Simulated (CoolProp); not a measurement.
Normal hydrogen along the isotherm 40.1 K: Z from the reference equation and from simpler models built on Tc = 33.1 K, pc = 1.296 MPa, ω = -0.219; each cubic takes its own stable root.

Values from CoolProp's reference Helmholtz-energy equation of state, Leachman 2009.

```csv
p (MPa),phase,reference
0.36,gas,0.9442
0.72,gas,0.8843
1.08,gas,0.8197
1.44,supercritical,0.7495
1.8,supercritical,0.6734
2.16,supercritical,0.5946
2.52,supercritical,0.5290
2.88,supercritical,0.4960
3.24,supercritical,0.4909
```

Question: How far does each simpler model (van der Waals, Soave-Redlich-Kwong, Peng-Robinson) lie from the reference over these 9 states: mean and median of the absolute difference, and the worst?

Answer: 
- van der Waals: mean 4.1 %, median 0.8 %, worst +15.3 % at 40.1 K and 3.24 MPa
- Soave-Redlich-Kwong: mean 1.8 %, median 2.3 %, worst +3.5 % at 40.1 K and 3.24 MPa
- Peng-Robinson: mean 5.8 %, median 5.9 %, worst -8.9 % at 40.1 K and 2.16 MPa
